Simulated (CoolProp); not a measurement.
A simple Rankine cycle with R245fa: condensing at 324.15 K, boiler at 1.57 MPa, turbine inlet 398.1 K, turbine efficiency 0.7, pump efficiency 0.6, no recuperator. Each further row changes one setting.

Computed with CoolProp (reference Helmholtz-energy equation of state, Akasaka 2015).

| case | thermal efficiency (%) | net work (kJ/kg) | heat in (kJ/kg) | turbine exit temperature (K) | volume ratio over the turbine |
|---|---|---|---|---|---|
| as stated | 8.3 | 19.2 | 231 | 360.8 | 4.88 |
| turbine inlet 418.1 K | 8.3 | 21.2 | ___ | 383.2 | 4.70 |
| condensing temperature 316.15 K | 9.4 | 22.7 | 242 | 356.1 | ___ |
| boiler pressure 1.1 MPa | 6.6 | 15.9 | 240 | 372.5 | ___ |
| turbine efficiency 0.6 | 7.0 | 16.3 | 231 | ___ | 4.93 |

Q: What belongs in the gaps?

A: 
- turbine inlet 418.1 K, heat in (kJ/kg): 256
- condensing temperature 316.15 K, volume ratio over the turbine: 6.27
- boiler pressure 1.1 MPa, volume ratio over the turbine: 3.22
- turbine efficiency 0.6, turbine exit temperature (K): 363.7
